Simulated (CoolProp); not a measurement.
R407C along the isobar 42.2 bar: Z from the reference equation and from simpler models built on Tc = 86.2 °C, pc = 46.32 bar, ω = 0.363; each cubic takes its own stable root.

The numbers come from the reference Helmholtz-energy equation of state, Lemmon 2003 in CoolProp. It is a pseudo-pure fit of the blend.

```json
[
 {"T (°C)": "-19.15", "phase": "liquid", "reference": "0.1310", "Soave-Redlich-Kwong": "0.1461", "Peng-Robinson": "0.1293"},
 {"T (°C)": "-3.35", "phase": "liquid", "reference": "0.1284", "Soave-Redlich-Kwong": "0.1436", "Peng-Robinson": "0.1269"},
 {"T (°C)": "12.45", "phase": "liquid", "reference": "0.1269", "Soave-Redlich-Kwong": "0.1427", "Peng-Robinson": "0.1261"},
 {"T (°C)": "28.35", "phase": "liquid", "reference": "0.1268", "Soave-Redlich-Kwong": "0.1439", "Peng-Robinson": "0.1272"},
 {"T (°C)": "44.15", "phase": "liquid", "reference": "0.1285", "Soave-Redlich-Kwong": "0.1482", "Peng-Robinson": "0.1311"},
 {"T (°C)": "59.95", "phase": "liquid", "reference": "0.1337", "Soave-Redlich-Kwong": "0.1582", "Peng-Robinson": "0.1402"},
 {"T (°C)": "91.65", "phase": "gas", "reference": "0.5631", "Soave-Redlich-Kwong": "0.5998", "Peng-Robinson": "0.5718"},
 {"T (°C)": "107.45", "phase": "gas", "reference": "0.6671", "Soave-Redlich-Kwong": "0.6959", "Peng-Robinson": "0.6687"},
 {"T (°C)": "123.25", "phase": "gas", "reference": "0.7313", "Soave-Redlich-Kwong": "0.7570", "Peng-Robinson": "0.7308"}
]
```
